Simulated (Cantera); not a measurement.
A Cantera script and what it prints.

```python
import numpy as np
import cantera as ct

gas_names = [...]  # 127 gases of nasa_gas.yaml made of C, Fe, H, O, S
cond_names = """
    C(gr) C6H6(L) C7H8(L) C8H18(L),n-octa Fe(a) Fe(c) Fe(d) Fe(L) FeC5O5(L) FeO(s) FeO(L) Fe(OH)2(s)
    Fe(OH)3(s) FeS(a) FeS(b) FeS(c) FeS(L) FeSO4(s) FeS2(s) Fe2O3(s) Fe2S3O12(s) Fe3O4(s) H2O(s) H2O(L)
    H2SO4(L) S(cr1) S(cr2) S(L)
""".split()


# ... load() reads the species with a 1 bar reference pressure and builds the phases ...
atoms = {
    'Fe': {'Fe': 1},
    'SO2': {'S': 1, 'O': 2},
    'CO': {'C': 1, 'O': 1},
    'O2': {'O': 2},
    'CH4': {'C': 1, 'H': 4},
}
top_T = {'C(gr)': 4500, 'FeSO4(s)': 950, 'FeS2(s)': 1010, 'Fe2O3(s)': 1830, 'Fe2S3O12(s)': 1100, 'Fe3O4(s)': 1870}  # K; cautious upper limits of use, not melting points


# ... equilibrate(T, P, feed) seeds the gas with the atoms and calls Mixture.equilibrate('TP', solver="vcs", rtol=1e-11, max_steps=5000) ...
results = []
feed = {'Fe': 1, 'SO2': 0.55, 'CO': 26, 'O2': 0.086, 'CH4': 0.27}  # mol
P = 250000  # Pa
for T in [1398, 1423, 1448, 1473, 1498, 1523, 1548, 1573, 1598, 1623, 1648, 1673, 1698]:
    mix = equilibrate(T, P, feed)
    results.append((T, P, feed, dict(zip(mix.species_names, mix.species_moles))))

top = {s: max(r[3][s] / sum(r[3][g] for g in gas_names) for r in results) for s in gas_names}
cols = sorted((s for s in top if top[s] > 1e-05), key=lambda s: -top[s])[:8]
seen = [c for c in cond_names if any(r[3].get(c, 0) > 1e-12 for r in results)]
print("log10 of partial pressures in bar; condensed amounts in mol")
print(f"{'T/K':>10s}" + "".join(f"{s[:9]:>10s}" for s in cols + seen))
for T, P, feed, n in results:
    ng = sum(n[g] for g in gas_names)
    print(f"{T:10.4g}" + "".join(f"{np.log10(max(n[s] / ng * P / 1e5, 1e-99)):10.3f}" for s in cols)
          + "".join(f"{n.get(c, 0):10.4g}" for c in seen))
```

It prints:

```
log10 of partial pressures in bar; condensed amounts in mol
       T/K        CO       CO2        H2       H2O       COS       H2S        S2        SH     Fe(c)     Fe(d)    FeS(c)    FeS(L)
      1398     0.373    -1.047    -1.337    -2.422    -3.076    -3.300    -5.507    -5.401    0.4645         0    0.5355         0
      1423     0.373    -1.048    -1.339    -2.404    -3.032    -3.259    -5.303    -5.251    0.4661         0    0.5339         0
      1448     0.373    -1.049    -1.341    -2.387    -2.989    -3.220    -5.107    -5.107    0.4678         0    0.5322         0
      1473     0.373    -1.050    -1.342    -2.371    -2.956    -3.191    -4.933    -4.975    0.4692         0         0    0.5308
      1498     0.373    -1.050    -1.344    -2.356    -2.935    -3.173    -4.787    -4.860    0.4702         0         0    0.5298
      1523     0.373    -1.051    -1.346    -2.341    -2.915    -3.157    -4.647    -4.748    0.4713         0         0    0.5287
      1548     0.373    -1.052    -1.348    -2.327    -2.895    -3.141    -4.511    -4.640    0.4724         0         0    0.5276
      1573     0.373    -1.053    -1.349    -2.314    -2.877    -3.126    -4.380    -4.535    0.4736         0         0    0.5264
      1598     0.373    -1.053    -1.351    -2.301    -2.858    -3.111    -4.253    -4.434    0.4749         0         0    0.5251
      1623     0.373    -1.054    -1.353    -2.288    -2.840    -3.097    -4.130    -4.336    0.4763         0         0    0.5237
      1648     0.373    -1.055    -1.355    -2.277    -2.823    -3.083    -4.011    -4.241    0.4778         0         0    0.5221
      1673     0.373    -1.056    -1.356    -2.265    -2.806    -3.070    -3.895    -4.149         0    0.4795         0    0.5204
      1698     0.373    -1.056    -1.358    -2.254    -2.790    -3.057    -3.782    -4.060         0    0.4815         0    0.5185
```

Cantera equilibrium calculation (NASA polynomials, part measured and part estimated; ideal gas, pure solids and liquids). Metal and sulfide melt together well below either melting point, which pure phases cannot show. Mutual solubility and eutectic melting of coexisting phases are not modelled. FeS: taken at fixed stoichiometry.
